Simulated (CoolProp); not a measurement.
Vapour-liquid equilibrium of R125 (1) + dimethyl ether (2) at 0.418 MPa; x and y are mole fractions of (1).

Model: multi-fluid Helmholtz-energy mixture model, Lemmon 2005 and Wu 2011; pair parameters Bell 2016, in CoolProp.

Give the bubble temperature and the first vapour's composition at x = 0.05, 0.5, 0.95. Is there an azeotrope?

x = 0.05: 12.8 °C, y = 0.071; x = 0.5: 2.4 °C, y = 0.676; x = 0.95: -12.7 °C, y = 0.989. No azeotrope shows between x = 0.05 and 0.95.

The pair parameters rest on a limited set of measurements; away from them the model extrapolates.
